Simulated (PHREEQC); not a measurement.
1.4 g of hydrous ferric oxide (600 m²/g; 0.2 weak and 0.005 strong sites per Fe, Dzombak-Morel constants, diffuse double layer) in 1 kg of water with 0.1 mol/kgw of an inert sodium salt and 0.013 mmol/kgw SrCl2 and 0.12 mmol/kgw PbCl2, at 25 °C; the pH is set by adding NaOH or the inert anion's acid. Oxygen alone is held at its pressure in air (log pO2 = -0.68). The system is closed to CO2. No solid was allowed to form.

The numbers come from PHREEQC with the ion-association model, wateq4f.dat.

| pH | Sr sorbed (%) | Pb sorbed (%) | surface charge σ (C/m²) | surface potential ψ (mV) |
|---|---|---|---|---|
| 3 | 0.0 | 5.6 | 0.363 | 152 |
| 3.67 | 0.0 | 37.1 | 0.343 | 150 |
| 4.33 | 0.0 | 62.7 | ___ | ___ |
| 5 | 0.0 | 79.3 | 0.218 | 127 |
| 5.67 | 0.0 | 96.8 | 0.145 | 106 |
| 6.33 | 0.0 | 99.7 | 0.089 | 83 |
| 7 | 0.0 | 100.0 | 0.048 | 55 |
| 7.67 | 0.6 | 100.0 | 0.018 | 25 |
| 8.33 | 7.7 | 100.0 | -0.005 | -7 |
| 9 | 55.1 | 100.0 | -0.031 | -39 |
| 9.67 | 94.2 | 100.0 | -0.065 | -68 |
| 10.33 | 99.4 | 100.0 | -0.113 | ___ |
| 11 | 99.9 | 100.0 | -0.179 | -116 |

Complete the blanks.


- 4.33, surface charge σ (C/m²): 0.292
- 4.33, surface potential ψ (mV): 142
- 10.33, surface potential ψ (mV): -94

Complexes and solids missing from the database can't appear. The oxide is taken as insoluble; below pH 4 it would dissolve.
